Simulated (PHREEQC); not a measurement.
HCl is added in steps, without added water, to 1 kg of water holding 0.00029 mol/kgw CaSO4, 0.0011 mol/kgw NaF and 0.00024 mol/kgw KCl, at 20 °C. O2 is buffered at 0.21 atm. No CO2 enters from the air. The run lets Gypsum, Fluorite, Halite, Sylvite precipitate or redissolve, and no other solid.

Base run: PHREEQC, ion-association model, phreeqc.dat. Each further column changes one thing. The table gives pH.

| HCl added (mol) | base | CaSO4 left out | KCl from 0.00024 to 0.00036 mol/kgw | 0.0011 mol/kgw HBr added | no solid may form |
|---|---|---|---|---|---|
| 0 | 7.21 | 7.27 | 7.21 | 3.18 | 7.27 |
| 0.0001417 | 4.12 | 4.23 | 4.12 | 3.12 | 4.23 |
| 0.0002833 | 3.81 | 3.91 | 3.81 | 3.07 | 3.91 |
| 0.000425 | 3.62 | 3.71 | 3.62 | 3.02 | 3.72 |
| 0.0004958 | 3.55 | 3.64 | 3.55 | 3.00 | 3.64 |
| 0.0006375 | 3.44 | 3.51 | 3.44 | 2.96 | 3.52 |
| 0.0007792 | 3.34 | 3.41 | 3.34 | 2.92 | 3.41 |
| 0.0009208 | 3.26 | 3.32 | 3.26 | 2.89 | 3.33 |
| 0.001063 | 3.19 | 3.25 | 3.19 | 2.86 | 3.25 |
| 0.001204 | 3.13 | 3.18 | 3.13 | 2.83 | 3.19 |
| 0.001275 | 3.11 | 3.15 | 3.11 | 2.81 | 3.16 |
| 0.001417 | 3.06 | 3.09 | 3.06 | 2.78 | 3.10 |
| 0.001558 | 3.01 | 3.04 | 3.01 | 2.76 | 3.05 |
| 0.0017 | 2.97 | 2.99 | 2.97 | 2.73 | 3.00 |

 In at least one series the solution becomes supersaturated in solids that the run did not let form, among them Fluorite. Solids allowed in the column 'CaSO4 left out': Halite, Sylvite.
